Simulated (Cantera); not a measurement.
Cantera run, input and output.

```python
import numpy as np
import cantera as ct

gas = ct.Solution("gri30.yaml")


def delay(T, t_max=10):
    gas.TPX = T, 100000, {'C3H8': 1, 'O2': 2.94, 'N2': 40}
    reactor = ct.IdealGasReactor(gas, clone=False)
    net = ct.ReactorNet([reactor])
    net.rtol, net.atol = 1e-8, 1e-16
    while net.time < t_max:
        t_old, T_old = net.time, reactor.T
        net.step()
        if reactor.T > T + 400:  # ignition: a rise of 400 K
            return t_old + (T + 400 - T_old) / (reactor.T - T_old) * (net.time - t_old)
    return np.nan


taus = []
for T in [1175, 1275, 1375, 1475, 1575, 1675]:
    taus.append(delay(T))
    print(f"T0 = {T:6g} K   tau = {taus[-1]:.4e} s")
```

Result:

```
T0 =   1175 K   tau = 2.3295e-02 s
T0 =   1275 K   tau = 3.4468e-03 s
T0 =   1375 K   tau = 7.5230e-04 s
T0 =   1475 K   tau = 2.3404e-04 s
T0 =   1575 K   tau = 9.7989e-05 s
T0 =   1675 K   tau = 5.1257e-05 s
```

Detailed kinetics in Cantera: GRI-Mech 3.0 (53 species, 325 reactions). GRI-Mech 3.0 was tuned for natural gas; its chemistry of propane as a main component is partial and can be far from experiment.
